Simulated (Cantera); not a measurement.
Input: 1 mol Pb, 3.7 mol H2, 0.91 mol N2, held at 10.0 mbar.

These are equilibrium values from Cantera (NASA tables, ideal gas, pure condensed phases), not measurements of a reactor. Candidate condensed phases: Pb; 11 gas species. Kinetics and transport are ignored.

Problem. What share of the Pb ends up in condensed phases as a function of T (°C), at 850, 875, 900, 925, 950, 975, 1000, 1025, 1050, 1075, 1100, 1125, 1150?

Solution. 
```tsv
T (°C)	Pb condensed (%)	as
850	91.4	Pb(l)
875	86.7	Pb(l)
900	79.7	Pb(l)
925	69.3	Pb(l)
950	54.0	Pb(l)
975	31.1	Pb(l)
1000	0.0	-
1025	0.0	-
1050	0.0	-
1075	0.0	-
1100	0.0	-
1125	0.0	-
1150	0.0	-
```
